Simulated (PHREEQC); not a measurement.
Make-up at 25 °C and 300 atm: 12.3 mmol/kgw Al2(SO4)3. Closed to the air; pH follows from the charge balance.

Computed with PHREEQC (ion-association model, phreeqc.dat).

Precipitation was switched off in this run.

Question: Estimate the pH.

Answer: pH 3.93.

Question: In which forms is Al present?

Answer: AlSO4+ 68 %, Al+3 17 %, Al(SO4)2- 15 %, AlOH+2 0.8 % of the Al.

Saturation is exceeded, for instance for Gibbsite (slow to form); the values hold only as long as no solid forms. Under pressure, the constants of complexes without a molar volume in the database are unreliable.
